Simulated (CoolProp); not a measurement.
Computed with CoolProp (reference Helmholtz-energy equation of state, Gao 2022).

Question: For n-perfluorohexane, give the phase and the Z, cp (kJ/(kg K)), isothermal compressibility (1/MPa), expansivity (1/kK) at -27.25 °C and 2.36 MPa; 63.45 °C and 2.36 MPa.

Answer: 
- -27.25 °C and 2.36 MPa: liquid; Z 0.213, cp 0.964, isothermal compressibility 0.00155, expansivity 1.48
- 63.45 °C and 2.36 MPa: liquid; Z 0.181, cp 1.10, isothermal compressibility 0.00420, expansivity 1.97
